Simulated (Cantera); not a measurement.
A closed system holds: 1 mol C2H4, 1.8 mol NH3, 0.47 mol N2, at 2077 °C and 4350 Torr.

Method: chemical equilibrium by Gibbs-energy minimisation in Cantera with the NASA 1993 tables (ideal gas, pure condensed phases). Candidate condensed phases: C, C6H6, C7H8, C8H18; 92 gas species. The numbers say what is thermodynamically allowed, not how fast it happens.

Base state: H2 0.755, N2 0.215, HCN 0.0191, H 0.00450, C2H2 (acetylene) 0.00416, HNC 0.00186, CH4 0.000643, CH3 7.13e-5 (mole fractions); condensed: C(graphite).

Problem. What changes in the equilibrium state with this change: C2H4 replaced by CO?

Solution. 
| species | before | after |
|---|---|---|
| H2 | 0.755 | 0.529 |
| N2 | 0.215 | 0.270 |
| CO | 0 | 0.196 |
| HCN | 0.0191 | 0.000607 |
| H2O | 0 | 0.000643 |
| CO2 | 0 | 4.14e-5 |
| C2H4 | 2.33e-5 | 1.31e-8 |
| C2H2 (acetylene) | 0.00416 | 3.35e-6 |
| C(graphite), mol | 1.82 | 0 |
Further candidate phases: H2O.

Problem. What changes in the equilibrium state with this change: temperature from 2077 °C to 2425 °C?

Solution. 
```csv
species,before,after
H2,0.755,0.715
N2,0.215,0.199
HCN,0.0191,0.0423
H,0.00450,0.0198
C2H2 (acetylene),0.00416,0.0167
C2H,1.27e-6,4.90e-5
C4H2,9.43e-6,0.000163
CN,5.26e-6,8.76e-5
C2H2 (vinylidene),1.89e-6,2.42e-5
C2N2,6.40e-6,4.65e-5
"C(graphite), mol",1.82,1.49
```
